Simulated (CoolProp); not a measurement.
n-perfluorohexane along the isobar 2.53 MPa: fugacity coefficient from the reference equation and from simpler models built on Tc = 448.0 K, pc = 1.742 MPa, ω = 0.497; each cubic takes its own stable root.

The numbers come from the reference Helmholtz-energy equation of state, Gao 2022 in CoolProp.

```json
[
 {"T (K)": "328.1", "phase": "liquid", "reference": "0.04244", "Redlich-Kwong": "0.09776", "Soave-Redlich-Kwong": "0.04392"},
 {"T (K)": "335.9", "phase": "liquid", "reference": "0.05424", "Redlich-Kwong": "0.1152", "Soave-Redlich-Kwong": "0.05625"},
 {"T (K)": "343.6", "phase": "liquid", "reference": "0.06804", "Redlich-Kwong": "0.1341", "Soave-Redlich-Kwong": "0.07072"},
 {"T (K)": "351.4", "phase": "liquid", "reference": "0.08434", "Redlich-Kwong": "0.1548", "Soave-Redlich-Kwong": "0.08787"},
 {"T (K)": "359.2", "phase": "liquid", "reference": "0.1031", "Redlich-Kwong": "0.1772", "Soave-Redlich-Kwong": "0.1077"},
 {"T (K)": "366.9", "phase": "liquid", "reference": "0.1242", "Redlich-Kwong": "0.2008", "Soave-Redlich-Kwong": "0.1300"},
 {"T (K)": "374.7", "phase": "liquid", "reference": "0.1481", "Redlich-Kwong": "0.2261", "Soave-Redlich-Kwong": "0.1553"},
 {"T (K)": "382.5", "phase": "liquid", "reference": "0.1746", "Redlich-Kwong": "0.2528", "Soave-Redlich-Kwong": "0.1835"},
 {"T (K)": "390.2", "phase": "liquid", "reference": "0.2034", "Redlich-Kwong": "0.2802", "Soave-Redlich-Kwong": "0.2141"},
 {"T (K)": "398", "phase": "liquid", "reference": "0.2350", "Redlich-Kwong": "0.3091", "Soave-Redlich-Kwong": "0.2477"},
 {"T (K)": "405.8", "phase": "liquid", "reference": "0.2690", "Redlich-Kwong": "0.3388", "Soave-Redlich-Kwong": "0.2838"}
]
```
